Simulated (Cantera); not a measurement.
## MgO + Cl2 + H2 (oxide etching and cleaning by halides)

Feed: 1 mol MgO, a varied amount of Cl2, 7.3 mol H2, at 0.00133 bar.

Cantera equilibrium calculation (NASA polynomials, part measured and part estimated; ideal gas, pure solids and liquids). Candidate condensed phases: H2O, Mg, MgCl2, MgO, Mg(OH)2; 22 gas species. Rates play no part.

Question: Map the stable condensed phases over T = 1298, 1348, 1398, 1448, 1498, 1548, 1598, 1648, 1698, 1748, 1798, 1848 K and n(Cl2) in mol = 3.5, 6.7, 9.9, 13, 16, 20, 23, 26.

Answer: 
```
T in K \ n(Cl2) in mol
         3.5 6.7 9.9  13  16  20  23  26
   1848    A   A   A   A   A   A   A   A
   1798    B   A   A   A   A   A   A   A
   1748    B   A   A   A   A   A   A   A
   1698    B   A   A   A   A   A   A   A
   1648    B   A   A   A   A   A   A   A
   1598    B   A   A   A   A   A   A   A
   1548    B   A   A   A   A   A   A   A
   1498    B   B   A   A   A   A   A   A
   1448    B   B   A   A   A   A   A   A
   1398    B   B   A   A   A   A   A   A
   1348    B   B   A   A   A   A   A   A
   1298    B   B   A   A   A   A   A   A
```
A: gas only; B: MgO.
